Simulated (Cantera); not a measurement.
Source: NASA polynomial tables (part measured, part estimated), evaluated in Cantera. Values are per mole of reaction as written; species without (g) are pure solids or liquids, kept so even where they would boil at 1 bar. VN: taken at fixed stoichiometry.

2 N2(g) + 2 V2O3 = 4 VN + 3 O2(g)

```json
[
 {"T (K)": "300", "ΔH° (kJ)": "___", "ΔS° (J/K)": "___", "ΔG° (kJ)": "___", "log10 K": "___"},
 {"T (K)": "448", "ΔH° (kJ)": "1564.5", "ΔS° (J/K)": "173.0", "ΔG° (kJ)": "1487.0", "log10 K": "-173.38"},
 {"T (K)": "598", "ΔH° (kJ)": "___", "ΔS° (J/K)": "___", "ΔG° (kJ)": "___", "log10 K": "___"},
 {"T (K)": "748", "ΔH° (kJ)": "1556.7", "ΔS° (J/K)": "159.4", "ΔG° (kJ)": "1437.5", "log10 K": "-100.38"},
 {"T (K)": "898", "ΔH° (kJ)": "___", "ΔS° (J/K)": "___", "ΔG° (kJ)": "___", "log10 K": "___"},
 {"T (K)": "1048", "ΔH° (kJ)": "1550.1", "ΔS° (J/K)": "152.0", "ΔG° (kJ)": "1390.8", "log10 K": "-69.32"},
 {"T (K)": "1198", "ΔH° (kJ)": "1546.6", "ΔS° (J/K)": "148.9", "ΔG° (kJ)": "1368.2", "log10 K": "-59.66"}
]
```

**Question.** Complete the blanks.

**Answer.** 
- 300, ΔH° (kJ): 1568.9
- 300, ΔS° (J/K): 184.8
- 300, ΔG° (kJ): 1513.5
- 300, log10 K: -263.51
- 598, ΔH° (kJ): 1560.3
- 598, ΔS° (J/K): 164.9
- 598, ΔG° (kJ): 1461.8
- 598, log10 K: -127.68
- 898, ΔH° (kJ): 1553.4
- 898, ΔS° (J/K): 155.4
- 898, ΔG° (kJ): 1413.8
- 898, log10 K: -82.24
